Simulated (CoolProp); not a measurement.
Vapour-liquid equilibrium of CH2F2 (R32) (1) + R152A (2) at 0.608 MPa; x and y are mole fractions of (1).

Computed with CoolProp (multi-fluid Helmholtz-energy mixture model, Tillner-Roth 1997 and Outcalt 1996; pair parameters Bell 2016).

```csv
x,"bubble temperature, mixture model (°C)","bubble temperature, Raoult's law (°C)","y, mixture model","y, Raoult's law"
0.05,22.8,22.7,0.115,0.131
0.2,15.4,15.1,0.386,0.422
0.35,9.3,8.9,0.579,0.616
0.5,4.1,3.7,0.721,0.752
0.65,-0.4,-0.6,0.828,0.852
0.8,-4.3,-4.4,0.913,0.926
0.95,-7.7,-7.7,0.980,0.984
```

The largest gap from Raoult's law is +0.4 K in bubble temperature, at x = 0.35. No azeotrope shows between x = 0.05 and 0.95.

The pair parameters rest on a limited set of measurements; away from them the model extrapolates.
